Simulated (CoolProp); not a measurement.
R21 along the isotherm 228.6 K: fugacity coefficient from the reference equation and from simpler models built on Tc = 452.7 K, pc = 5.289 MPa, ω = 0.206; each cubic takes its own stable root.

Values from CoolProp's reference Helmholtz-energy equation of state, Platzer 1990. This equation is an older, rougher fit; its heat capacities, sound speeds and derivatives of the liquid may be far off and weren't checked against measurements.

```tsv
p (MPa)	phase	reference
0.189	liquid	0.03806
0.378	liquid	0.01916
0.567	liquid	0.01286
0.756	liquid	0.009710
0.944	liquid	0.007828
1.13	liquid	0.006583
1.32	liquid	0.005674
1.51	liquid	0.004993
1.7	liquid	0.004465
1.89	liquid	0.004044
2.08	liquid	0.003699
2.27	liquid	0.003412
2.46	liquid	0.003170
2.64	liquid	0.002973
```

Q: How far does each simpler model (van der Waals, Redlich-Kwong, Soave-Redlich-Kwong, Peng-Robinson) lie from the reference over these 14 states: mean and median of the absolute difference, and the worst?

A: 
- van der Waals: mean 2052.3 %, median 2051.8 %, worst +2109.2 % at 228.6 K and 2.64 MPa
- Redlich-Kwong: mean 91.0 %, median 91.0 %, worst +91.7 % at 228.6 K and 2.64 MPa
- Soave-Redlich-Kwong: mean 0.4 %, median 0.4 %, worst +0.7 % at 228.6 K and 2.64 MPa
- Peng-Robinson: mean 6.8 %, median 6.8 %, worst +7.1 % at 228.6 K and 0.189 MPa
